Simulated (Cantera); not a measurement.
**Thermodynamics of abatement and gas-phase synthesis, feed HF + H2O + H2**

Feed: 1 mol HF, 0.3 mol H2O, 3.3 mol H2, equilibrated at 133 Pa.

These are equilibrium values from Cantera (NASA tables, ideal gas, pure condensed phases), not measurements of a reactor. Candidate condensed phases: H2O; 22 gas species. Equilibrium is a limit: real reactors are often held back by kinetics, nucleation or transport.

From 702 °C to 2352 °C nothing is condensed.

```tsv
T (°C)	x H2	x H	x HF	x H2O	x O	x OH
702	0.717	2.65e-8	0.217	0.0652	<1e-12	4.38e-12
852	0.717	1.03e-6	0.217	0.0652	<1e-12	4.88e-10
1002	0.717	1.71e-5	0.217	0.0652	<1e-12	1.81e-8
1152	0.717	0.000158	0.217	0.0652	6.23e-11	3.15e-7
1302	0.717	0.000963	0.217	0.0652	3.59e-9	3.18e-6
1452	0.714	0.00430	0.217	0.0651	1.03e-7	2.16e-5
1602	0.704	0.0151	0.216	0.0646	1.74e-6	0.000108
1752	0.680	0.0435	0.213	0.0633	1.96e-5	0.000423
1902	0.627	0.106	0.206	0.0602	0.000162	0.00136
2052	0.530	0.219	0.193	0.0531	0.00103	0.00366
2202	0.390	0.385	0.173	0.0389	0.00504	0.00773
2352	0.238	0.567	0.150	0.0182	0.0158	0.0103
```
x: gas mole fraction; nothing condenses.
